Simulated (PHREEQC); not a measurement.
Solution (25 °C): 26 mmol/kgw HF and 1 mmol/kgw CuSO4. Closed to the air; pH follows from the charge balance.

Computed with PHREEQC (ion-association model, wateq4f.dat).

Each row changes one thing in this solution. This is a speciation only: nothing precipitates in the calculation.

| case | pH | ionic strength (mol/kgw) | Cu+2 (mol/kgw) | SO4-2 (mol/kgw) | HSO4- (mol/kgw) | CuSO4 (mol/kgw) | SI of Chalcanthite (CuSO4:5H2O) | SI of Tenorite (CuO) |
|---|---|---|---|---|---|---|---|---|
| as made | 2.43 | 0.00745 | 0.000890 | 0.000733 | 0.000202 | 6.58e-5 | -3.85 | -5.96 |
| HF left out | 5.33 | 0.00360 | 0.000896 | 0.000901 | 3.41e-7 | 9.90e-5 | -3.67 | -0.13 |
| diluted 10-fold with water | 3.00 | 0.00143 | 9.71e-5 | 9.08e-5 | 7.86e-6 | 1.29e-6 | -5.56 | -5.71 |
| 0.0028 mol/kgw Na2SO4 added | 2.46 | 0.0147 | 0.000782 | 0.00289 | 0.000684 | 0.000180 | -3.41 | -6.01 |
| diluted 2-fold with water | 2.59 | 0.00453 | 0.000461 | ___ | 8.01e-5 | ___ | -4.34 | -5.89 |
| diluted 5-fold with water | ___ | 0.00236 | 0.000191 | 0.000173 | 2.20e-5 | ___ | -5.02 | -5.80 |
| 0.011 mol/kgw CaCl2 added | 2.42 | 0.0396 | 0.000912 | 0.000557 | 0.000123 | 2.59e-5 | -4.26 | -6.12 |
| 0.00052 mol/kgw TMAH added | 2.46 | 0.00772 | 0.000888 | 0.000744 | 0.000190 | 6.59e-5 | -3.85 | -5.90 |

Some entries are withheld; supply them.


- diluted 2-fold with water, SO4-2 (mol/kgw): 0.000399
- diluted 2-fold with water, CuSO4 (mol/kgw): 2.13e-5
- diluted 5-fold with water, pH: 2.81
- diluted 5-fold with water, CuSO4 (mol/kgw): 4.44e-6

Some of these states are supersaturated (in Brochantite, Antlerite, Fluorite, for instance). wateq4f.dat counts part of the HF as a dimer, H2F2, which phreeqc.dat doesn't know; its constant is uncertain.
